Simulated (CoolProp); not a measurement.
n-perfluorohexane at 293.15 K and 0.015 MPa is throttled through a valve to 0.00227 MPa with no heat exchange. Each further row changes one setting.

Computed with CoolProp (reference Helmholtz-energy equation of state, Gao 2022).

| case | temperature change (K) | final density (kg/m³) |
|---|---|---|
| as stated | -0.3 | 0.316 |
| outlet pressure 0.000681 MPa | -0.4 | 0.0946 |
| outlet pressure 0.00295 MPa | -0.3 | 0.411 |
